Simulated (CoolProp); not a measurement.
R1336mzz(E) at several states: fugacity coefficient from the reference equation and from simpler models built on Tc = 403.5 K, pc = 2.779 MPa, ω = 0.413; each cubic takes its own stable root.

The numbers come from the reference Helmholtz-energy equation of state, Akasaka 2023 in CoolProp.

| T (K) | p (MPa) | phase | reference |
|---|---|---|---|
| 328.8 | 2.74 | liquid | 0.1782 |
| 358.2 | 3.3 | liquid | 0.2867 |
| 319.1 | 0.813 | liquid | 0.4256 |
| 337.1 | 1 | liquid | 0.5462 |
| 388.3 | 0.0135 | gas | 0.9980 |
| 223.5 | 2.58 | liquid | 0.002019 |

Question: How far does each simpler model (van der Waals, Soave-Redlich-Kwong, Peng-Robinson) lie from the reference over these 6 states: mean and median of the absolute difference, and the worst?

Answer: 
- van der Waals: mean 612.3 %, median 77.3 %, worst +3349.7 % at 223.5 K and 2.58 MPa
- Soave-Redlich-Kwong: mean 3.0 %, median 3.2 %, worst +4.8 % at 358.2 K and 3.3 MPa
- Peng-Robinson: mean 1.8 %, median 0.4 %, worst +9.0 % at 223.5 K and 2.58 MPa

At some of these states van der Waals gives the other phase, because its saturation line lies elsewhere.
